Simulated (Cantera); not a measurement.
**Carbothermic reduction: PbO + CO + N2**

Charge: 1 mol PbO, 3.8 mol CO, 0.65 mol N2, equilibrated at 1300 °C and 60.8 Torr.

Equilibrium computed with Cantera from the NASA thermochemical tables; the gas is ideal and each condensed phase is pure. Candidate condensed phases: C, Pb, PbO, PbO2, Pb3O4; 27 gas species. Kinetics and transport are ignored.

```
Quantity                                    Value
--------------------------------------  ---------
x(CO)                                       0.514
x(CO2)                                      0.183
x(Pb)                                       0.183
x(N2)                                       0.119
x(PbO)                                   0.000115
x(Pb2)                                    3.69e-5
gas amount                              5.450 mol
log10 activity of Pb(l) (absent)            -0.51
log10 activity of C(graphite) (absent)      -4.38
```
